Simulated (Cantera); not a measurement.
Input: 1 mol MgCl2, a varied amount of O2, 36 mol N2, at 1750 °C and 1.60 Pa.

Method: chemical equilibrium by Gibbs-energy minimisation in Cantera with the NASA 1993 tables (ideal gas, pure condensed phases). Candidate condensed phases: Mg, MgCl2, MgO; 18 gas species. Equilibrium is a limit: real reactors are often held back by kinetics, nucleation or transport.

x: gas mole fraction; nothing condenses.

| n(O2) (mol) | x N2 | x O2 | x O | x Cl | x Mg | x NO | x MgO |
|---|---|---|---|---|---|---|---|
| 0.26 | 0.913 | 0.00187 | 0.00861 | 0.0506 | 0.0252 | 0.000827 | 1.95e-5 |
| 0.42 | 0.907 | ___ | ___ | 0.0503 | 0.0251 | ___ | ___ |
| 0.68 | 0.899 | 0.00751 | 0.0173 | 0.0498 | 0.0249 | 0.00165 | 3.86e-5 |
| 1.1 | 0.886 | 0.0141 | 0.0237 | 0.0492 | 0.0245 | 0.00224 | 5.21e-5 |
| 1.8 | 0.867 | 0.0259 | 0.0321 | 0.0481 | 0.0240 | 0.00300 | 6.90e-5 |
| 2.8 | 0.842 | ___ | ___ | 0.0468 | 0.0233 | ___ | ___ |
| 4.6 | 0.801 | 0.0732 | 0.0540 | 0.0445 | 0.0221 | 0.00486 | 0.000107 |
| 7.4 | 0.747 | 0.117 | 0.0682 | 0.0416 | 0.0206 | 0.00592 | 0.000126 |

Question: Complete the blanks.

Answer: 
- 2.8, x O2: 0.0430
- 2.8, x O: 0.0413
- 2.8, x NO: 0.00381
- 2.8, x MgO: 8.64e-5
- 0.42, x O2: 0.00382
- 0.42, x O: 0.0123
- 0.42, x NO: 0.00118
- 0.42, x MgO: 2.78e-5
